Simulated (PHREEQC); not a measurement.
**Nickel, zinc or cadmium bath: an equilibrium model**

Consider water at 25 °C with 0.24 mol ZnCl2, 0.023 mol Na2SO4 and 0.025 mol FeSO4 per kg of water. Closed to the air; pH follows from the charge balance.

All values are PHREEQC results (ion-association model, phreeqc.dat), not measurements.

No solid was allowed to form.

What pH does the model give?

pH 4.89.

In which forms is Zn present?

Zn+2 71 %, ZnCl+ 15 %, ZnSO4 9.2 %, ZnCl2 2.3 %, ZnCl3- 1.2 %, Zn(SO4)2-2 0.9 % of the Zn.
